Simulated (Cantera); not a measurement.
# Hydrogen reduction and annealing atmospheres: FeS + H₂ + H₂O

Input: 1 mol FeS, 1600 mol H₂, 1 mol H₂O, equilibrated at 1675 K and 0.0133 bar.

These are equilibrium values from Cantera (NASA tables, ideal gas, pure condensed phases), not measurements of a reactor. Candidate condensed phases: Fe, FeO, Fe(OH)₂, Fe(OH)₃, FeS, FeSO₄, FeS₂, Fe₂O₃, Fe₂(SO₄)₃, Fe₃O₄, H₂O, H₂SO₄, S; 22 gas species. The numbers say what is thermodynamically allowed, not how fast it happens.

| Quantity | Result |
|---|---|
| x(H₂) | 0.997 |
| x(H) | 0.00100 |
| x(H₂O) | 0.000624 |
| x(H₂S) | 0.000523 |
| x(Fe) | 0.000311 |
| x(SH) | 8.05e-5 |
| x(S₂) | 7.15e-6 |
| x(S) | 5.81e-6 |
| n(Fe(δ)) | 0.501 mol |
| gas amount | 1602 mol |
| log10 activity of S(l) (absent) | -4.88 |
